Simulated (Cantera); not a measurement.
Feed: 1 mol SiCl₄, 1.3 mol HCl, 0.42 mol H₂, held at 702 °C and 0.160 bar.

These are equilibrium values from Cantera (NASA tables, ideal gas, pure condensed phases), not measurements of a reactor. Candidate condensed phases: Si; 19 gas species. The tables' values for SiCl₃ are old estimates; treat these amounts as uncertain. Kinetics and transport are ignored.

Base state: HCl 0.479, SiCl₄ 0.367, H₂ 0.154, SiHCl₃ 0.000674, SiCl₃ 5.37e-5 (mole fractions); condensed: gas only.

Q: What changes in the equilibrium state with this change: SiCl₄ replaced by Si?

A: 
```json
[
 {"species": "H₂", "before": "0.154", "after": "0.739"},
 {"species": "SiCl₄", "before": "0.367", "after": "0.190"},
 {"species": "SiHCl₃", "before": "0.000674", "after": "0.0517"},
 {"species": "HCl", "before": "0.479", "after": "0.0155"},
 {"species": "SiH₂Cl₂", "before": "1.29e-7", "after": "0.00147"},
 {"species": "SiH₃Cl", "before": "<1e-9", "after": "1.06e-5"},
 {"species": "SiCl₂", "before": "2.23e-7", "after": "0.000527"},
 {"species": "Si(s), mol", "before": "0", "after": "0.660"}
]
```
